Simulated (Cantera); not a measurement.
Charge: 1 mol Si3N4, 7.2 mol H2O, equilibrated at 10.0 Torr.

Equilibrium computed with Cantera from the NASA thermochemical tables; the gas is ideal and each condensed phase is pure. Candidate condensed phases: H2O, Si, SiO2, Si2N2O, Si3N4; 35 gas species. The tables hold silica as quartz up to 1696 K and as liquid above; real silica turns to tridymite and cristobalite and melts near 1996 K. Equilibrium is a limit: real reactors are often held back by kinetics, nucleation or transport.

x: gas mole fraction; n: condensed amount in mol.

```
T (°C)   x H2   x N2  x H2O       x H   x SiO  n SiO2(β-quartz)  n SiO2(condensed)
------  -----  -----  -----  --------  ------  ----------------  -----------------
650     0.652  0.217  0.130   1.71e-9  <1e-12              3.00                  0
725     0.652  0.217  0.130   1.50e-8  <1e-12              3.00                  0
800     0.652  0.217  0.130   9.80e-8  <1e-12              3.00                  0
875     0.652  0.217  0.130   5.01e-7  <1e-12              3.00                  0
950     0.652  0.217  0.130   2.10e-6     ___              3.00                  0
1025    0.652  0.217  0.130   7.49e-6     ___              3.00                  0
1100    0.652  0.217  0.130   2.33e-5     ___              3.00                  0
1175    0.652  0.217  0.130   6.45e-5     ___              3.00                  0
1250    0.652  0.217  0.130  0.000162     ___              3.00                  0
1325    0.652  0.217  0.130  0.000372     ___              3.00                  0
1400    0.651  0.217  0.130  0.000796     ___              3.00                  0
1475    0.650  0.217  0.131   0.00160     ___                 0               3.00
1550    0.648  0.217  0.131   0.00302     ___                 0               2.99
1625    0.640  0.216  0.134   0.00541     ___                 0               2.96
```

### Question
Some entries are withheld; supply them.

### Answer

- 950, x SiO: 3.27e-11
- 1025, x SiO: 7.30e-10
- 1100, x SiO: 1.15e-8
- 1175, x SiO: 1.35e-7
- 1250, x SiO: 1.24e-6
- 1325, x SiO: 9.14e-6
- 1400, x SiO: 5.61e-5
- 1475, x SiO: 0.000288
- 1550, x SiO: 0.00126
- 1625, x SiO: 0.00479
